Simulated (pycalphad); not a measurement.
All values are pycalphad results on the COST 507 light-alloy database (1999) (1 atm), not direct measurements. The data set is of 1999 and partly superseded. Kinetics are ignored, which matters at the lower temperatures.

Problem. How does the equilibrium phase assembly of Si-17.6Y (at.%) change on cooling from 2450 K to 530 K?

Solution. 
```csv
T (K),phases above,phases below
1652.4,liquid,liquid + SI2Y_H
1523.0,liquid + SI2Y_H,liquid + SI2Y_R
1485.4,liquid + SI2Y_R,diamond (Si) + SI2Y_R
```
Changes were sought between steps of 40 K, so a narrower field can be missed.

Database names, with the compositions (at.%) that they take in these runs: SI2Y_H: Si 67 Y 33; SI2Y_R: Si 67 Y 33.
